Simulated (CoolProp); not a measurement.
Vapour pressure (MPa) of propylene: the reference equation beside estimates from Tc = 91.1 °C, pc = 4.555 MPa, ω = 0.146.

Values from CoolProp's reference Helmholtz-energy equation of state, Lemmon 2013.

```json
[
 {"T (°C)": "-96.45", "reference": "0.005358", "Redlich-Kwong": "0.006706", "Peng-Robinson": "0.005701"},
 {"T (°C)": "-82.75", "reference": "0.01457", "Redlich-Kwong": "0.01868", "Peng-Robinson": "0.01514"},
 {"T (°C)": "-69.05", "reference": "0.03400", "Redlich-Kwong": "0.04383", "Peng-Robinson": "0.03475"},
 {"T (°C)": "-55.35", "reference": "0.07029", "Redlich-Kwong": "0.09006", "Peng-Robinson": "0.07105"},
 {"T (°C)": "-41.65", "reference": "0.1319", "Redlich-Kwong": "0.1667", "Peng-Robinson": "0.1324"},
 {"T (°C)": "-27.85", "reference": "0.2297", "Redlich-Kwong": "0.2851", "Peng-Robinson": "0.2296"},
 {"T (°C)": "-14.15", "reference": "0.3735", "Redlich-Kwong": "0.4543", "Peng-Robinson": "0.3727"},
 {"T (°C)": "-0.45", "reference": "0.5763", "Redlich-Kwong": "0.6858", "Peng-Robinson": "0.5749"},
 {"T (°C)": "13.25", "reference": "0.8510", "Redlich-Kwong": "0.9900", "Peng-Robinson": "0.8497"},
 {"T (°C)": "26.95", "reference": "1.212", "Redlich-Kwong": "1.377", "Peng-Robinson": "1.212"},
 {"T (°C)": "40.75", "reference": "1.677", "Redlich-Kwong": "1.860", "Peng-Robinson": "1.680"},
 {"T (°C)": "54.45", "reference": "2.256", "Redlich-Kwong": "2.441", "Peng-Robinson": "2.266"},
 {"T (°C)": "68.15", "reference": "2.972", "Redlich-Kwong": "3.132", "Peng-Robinson": "2.988"}
]
```

Absolute difference from the reference over all 13 rows, mean and median: Redlich-Kwong 19.7 and 21.6 %, Peng-Robinson 1.2 and 0.4 %.
